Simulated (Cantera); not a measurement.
# Premixed flame

A freely propagating, adiabatic, planar premixed flame of 8.90 % CO, 1.16 % H2, 5.69 % CH4, 15.0 % O2, 69.2 % N2, equivalence ratio 1.1, unburnt at 575 K and 38000 Pa; mixture-averaged transport, grid criteria slope 0.08 and curve 0.16, no radiation.

Model: GRI-Mech 3.0 (53 species, 325 reactions), integrated in Cantera. Burning velocities carry a grid error of a few per cent, more on coarse grids.

```
z (mm)  T (K)  u (m/s)    x CO    x H2     x CH4     x NO    x N2O    x HO2
------  -----  -------  ------  ------  --------  -------  -------  -------
-2.58     575     1.64  0.0890  0.0117    0.0569    <1e-8    <1e-8  3.24e-8
-1.72     575     1.64  0.0889  0.0121    0.0569    <1e-8    <1e-8  8.67e-7
-1.29     576     1.64  0.0889  0.0127    0.0568    <1e-8    <1e-8  6.41e-6
-0.861    588     1.68  0.0887  0.0145    0.0563    <1e-8    <1e-8  5.41e-5
-0.430    780     2.25  0.0897  0.0192    0.0486  1.41e-7    <1e-8  7.79e-5
-0.215   1112     3.22  0.0955  0.0225    0.0317  5.73e-7    <1e-8  8.33e-5
0        1501     4.38   0.103  0.0224   0.00885  1.73e-6  1.40e-8  8.19e-5
0.215    1672     4.87  0.0950  0.0170  0.000751  3.52e-6  2.87e-8  1.33e-5
0.430    1721     4.98  0.0812  0.0139   3.09e-5  5.07e-6  3.66e-8  4.59e-6
0.861    1771     5.09  0.0648  0.0139   6.37e-8  7.56e-6  3.65e-8  3.19e-6
1.72     1831     5.22  0.0557  0.0144     <1e-8  1.17e-5  3.44e-8  2.50e-6
3.44     1903     5.40  0.0530  0.0136     <1e-8  1.83e-5  3.53e-8  2.00e-6
6.88     1988     5.61  0.0503  0.0121     <1e-8  2.86e-5  3.72e-8  1.49e-6
```
x: mole fraction of selected species; z is measured from the peak of heat release.

```yaml
laminar_burning_velocity: 164 cm/s
thermal_thickness: 0.861 mm
peak x(HO2): 0.000104
grid_points: 161
```
